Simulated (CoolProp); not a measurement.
R11 along the isotherm 85.55 °C: Z from the reference equation and from simpler models built on Tc = 198.0 °C, pc = 4.408 MPa, ω = 0.189; each cubic takes its own stable root.

Model: reference Helmholtz-energy equation of state, Jacobsen 1992, in CoolProp.

| p (MPa) | phase | reference | van der Waals | Redlich-Kwong | Soave-Redlich-Kwong | Peng-Robinson |
|---|---|---|---|---|---|---|
| 0.275 | gas | 0.9474 | 0.9636 | 0.9526 | 0.9495 | [?] |
| 0.551 | gas | 0.8863 | 0.9243 | 0.9006 | [?] | 0.8878 |
| 0.826 | liquid | [?] | 0.8814 | 0.03197 | 0.03093 | 0.02727 |
| 1.1 | liquid | 0.03834 | 0.8339 | 0.04247 | [?] | 0.03626 |
| 1.38 | liquid | 0.04804 | 0.07634 | 0.05315 | 0.05147 | 0.04541 |
| 1.65 | liquid | 0.05738 | 0.09089 | 0.06340 | 0.06143 | 0.05421 |
| 1.93 | liquid | 0.06705 | 0.1059 | 0.07398 | 0.07172 | 0.06331 |
| 2.2 | liquid | 0.07635 | 0.1202 | 0.08414 | 0.08161 | [?] |

### Question
What belongs in the gaps?

### Answer

- 0.275, Peng-Robinson: 0.9465
- 0.551, Soave-Redlich-Kwong: 0.8937
- 0.826, reference: 0.02882
- 1.1, Soave-Redlich-Kwong: 0.04111
- 2.2, Peng-Robinson: 0.07205

At some of these states van der Waals gives the other phase, because its saturation line lies elsewhere.
